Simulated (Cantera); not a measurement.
Charge: 1 mol AlCl₃, 52 mol N₂, 0.31 mol O₂, at 1002 °C and 93.0 Pa.

Method: chemical equilibrium by Gibbs-energy minimisation in Cantera with the NASA 1993 tables (ideal gas, pure condensed phases). Candidate condensed phases: Al, AlCl₃, AlN, Al₂O₃; 24 gas species. The numbers say what is thermodynamically allowed, not how fast it happens.

Base state: N₂ 0.969, Cl 0.0174, AlCl₃ 0.0109, Cl₂ 0.00287 (mole fractions); condensed: Al₂O₃(s).

### Question
What changes in the equilibrium state with this change: temperature from 1002 °C to 1652 °C?

### Answer
```json
[
 {"species": "N₂", "before": "0.969", "after": "0.950"},
 {"species": "Cl", "before": "0.0174", "after": "0.0391"},
 {"species": "AlCl", "before": "<1e-9", "after": "0.00717"},
 {"species": "AlCl₃", "before": "0.0109", "after": "0.00138"},
 {"species": "AlOCl", "before": "1.72e-9", "after": "0.000260"},
 {"species": "AlCl₂", "before": "5.12e-8", "after": "0.00208"},
 {"species": "Al₂O₃(s), mol", "before": "0.207", "after": "0.202"}
]
```
The tables' values for AlCl₂ are old estimates; treat these amounts as uncertain.

### Question
What changes in the equilibrium state with this change: N₂ from 52 to 0.81 mol?

### Answer
| species | before | after |
|---|---|---|
| N₂ | 0.969 | 0.372 |
| AlCl₃ | 0.0109 | 0.269 |
| Cl₂ | 0.00287 | 0.210 |
| Cl | 0.0174 | 0.149 |
| Al₂O₃(s), mol | 0.207 | 0.207 |
